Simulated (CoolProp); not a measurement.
Ethylene along the isobar 5.2 MPa: fugacity coefficient from the reference equation and from simpler models built on Tc = 282.4 K, pc = 5.042 MPa, ω = 0.087; each cubic takes its own stable root.

The numbers come from the reference Helmholtz-energy equation of state, Smukala 2000 in CoolProp.

```
T (K)          phase  reference  van der Waals  Redlich-Kwong  Soave-Redlich-Kwong  Peng-Robinson
-----  -------------  ---------  -------------  -------------  -------------------  -------------
216.4         liquid     0.1628         0.2975         0.1754               0.1658         0.1609
239.7         liquid     0.3037         0.4287         0.3221               0.3101              ?
263.1         liquid     0.4865         0.5700         0.5026               0.4947         0.4770
286.5  supercritical     0.6730         0.6984         0.6726                    ?              ?
309.8  supercritical     0.7510         0.7587         0.7465               0.7511         0.7266
333.2  supercritical     0.8039         0.8013         0.7976               0.8051         0.7806
356.6  supercritical     0.8433         0.8341         0.8361               0.8459              ?
379.9  supercritical     0.8737         0.8601         0.8659               0.8775         0.8544
403.3  supercritical     0.8977              ?         0.8896               0.9027         0.8805
426.6  supercritical          ?         0.8987              ?               0.9228         0.9016
450    supercritical     0.9325         0.9132         0.9242               0.9392         0.9190
```

**Question.** Fill in the missing entries.

**Answer.** 
- 239.7, Peng-Robinson: 0.2994
- 286.5, Soave-Redlich-Kwong: 0.6736
- 286.5, Peng-Robinson: 0.6500
- 356.6, Peng-Robinson: 0.8220
- 403.3, van der Waals: 0.8813
- 426.6, reference: 0.9169
- 426.6, Redlich-Kwong: 0.9087
